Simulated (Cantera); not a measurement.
Source: NASA polynomial tables (part measured, part estimated), evaluated in Cantera. Values are per mole of reaction as written; species without (g) are pure solids or liquids, kept so even where they would boil at 1 bar.

TiCl₄(g) ⇌ Cl(g) + TiCl₃(g)

```
T (K)  ΔH° (kJ)  ΔS° (J/K)  ΔG° (kJ)  log10 K
-----  --------  ---------  --------  -------
350       345.1      127.0     300.6   -44.87
375         [?]        [?]       [?]      [?]
400       345.1      127.1     294.3   -38.43
425       345.1      127.1     291.1   -35.78
450       345.2      127.2     287.9   -33.42
475       345.2      127.3     284.8   -31.31
500       345.2      127.3     281.6   -29.42
525         [?]        [?]       [?]      [?]
550       345.3      127.5     275.2   -26.14
```

Task: Complete the blanks.

Result: 
- 375, ΔH° (kJ): 345.1
- 375, ΔS° (J/K): 127.1
- 375, ΔG° (kJ): 297.5
- 375, log10 K: -41.43
- 525, ΔH° (kJ): 345.3
- 525, ΔS° (J/K): 127.4
- 525, ΔG° (kJ): 278.4
- 525, log10 K: -27.70
